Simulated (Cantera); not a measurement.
# Thermodynamics of abatement and gas-phase synthesis, feed SO₂ + H₂O + O₂

Feed: 1 mol SO₂, 0.16 mol H₂O, 0.9 mol O₂, at 9700 Pa.

Method: chemical equilibrium by Gibbs-energy minimisation in Cantera with the NASA 1993 tables (ideal gas, pure condensed phases). Candidate condensed phases: H₂O, H₂SO₄, S; 19 gas species. Kinetics and transport are ignored.

```tsv
T (K)	x SO₂	x O₂	x H₂O	x SO₃	x OH	x O	x SO	x H₂
1150	0.458	0.427	0.0791	0.0365	2.80e-6	1.74e-8	4.96e-10	1.67e-9
1250	0.473	0.432	0.0783	0.0169	1.09e-5	1.46e-7	6.38e-9	1.32e-8
1350	0.479	0.434	0.0780	0.00863	3.48e-5	8.93e-7	5.56e-8	7.75e-8
1450	0.482	0.435	0.0778	0.00482	9.46e-5	4.26e-6	3.57e-7	3.59e-7
1550	0.483	0.436	0.0777	0.00290	0.000226	1.66e-5	1.80e-6	1.36e-6
1650	0.484	0.436	0.0775	0.00186	0.000486	5.49e-5	7.46e-6	4.42e-6
1750	0.484	0.436	0.0772	0.00125	0.000955	0.000159	2.62e-5	1.25e-5
1850	0.484	0.436	0.0767	0.000883	0.00174	0.000409	8.04e-5	3.16e-5
1950	0.484	0.435	0.0760	0.000645	0.00298	0.000956	0.000220	7.25e-5
2050	0.483	0.434	0.0749	0.000486	0.00483	0.00206	0.000544	0.000152
```
x: gas mole fraction; nothing condenses.

From 1150 K to 2050 K nothing is condensed.
